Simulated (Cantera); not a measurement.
Charge: 1 mol TEOS, 0.66 mol H₂O, 2.3 mol N₂, 0.37 mol N₂O, equilibrated at 23.3 Torr.

Method: chemical equilibrium by Gibbs-energy minimisation in Cantera with the NASA 1993 tables (ideal gas, pure condensed phases). Candidate condensed phases: C, C₆H₆, C₇H₈, C₈H₁₈, H₂O, Si, SiC, SiO₂, Si₂N₂O, Si₃N₄; 151 gas species. The feed counts by its element totals alone. Mutual solubility and eutectic melting of coexisting phases are not modelled. The tables hold silica as quartz up to 1696 K and as liquid above; real silica turns to tridymite and cristobalite and melts near 1996 K. Equilibrium is a limit: real reactors are often held back by kinetics, nucleation or transport.

Task: Which condensed phases are stable at each of these points (T (°C)): 877, 902, 927, 952, 977, 1002, 1027, 1052, 1077, 1102, 1127, 1152, 1177?

Result: 
| T (°C) | condensed phases | Si condensed (%) |
|---|---|---|
| 877 | C(graphite) + SiO₂(β-quartz) | 100.0 |
| 902 | C(graphite) + SiO₂(β-quartz) | 100.0 |
| 927 | C(graphite) + SiO₂(β-quartz) | 100.0 |
| 952 | C(graphite) + SiO₂(β-quartz) | 100.0 |
| 977 | C(graphite) + SiO₂(β-quartz) | 100.0 |
| 1002 | C(graphite) + SiO₂(β-quartz) + Si₂N₂O(s) | 100.0 |
| 1027 | C(graphite) + Si₂N₂O(s) | 100.0 |
| 1052 | C(graphite) + Si₂N₂O(s) | 100.0 |
| 1077 | C(graphite) + Si₂N₂O(s) | 100.0 |
| 1102 | C(graphite) + Si₂N₂O(s) | 100.0 |
| 1127 | C(graphite) + Si₂N₂O(s) | 100.0 |
| 1152 | C(graphite) + Si₂N₂O(s) | 100.0 |
| 1177 | C(graphite) + Si₂N₂O(s) | 99.9 |

From 877 °C to 977 °C the condensed part is C(graphite) + SiO₂(β-quartz). At 1002 °C the condensed part is C(graphite) + SiO₂(β-quartz) + Si₂N₂O(s). From 1027 °C to 1177 °C the condensed part is C(graphite) + Si₂N₂O(s).
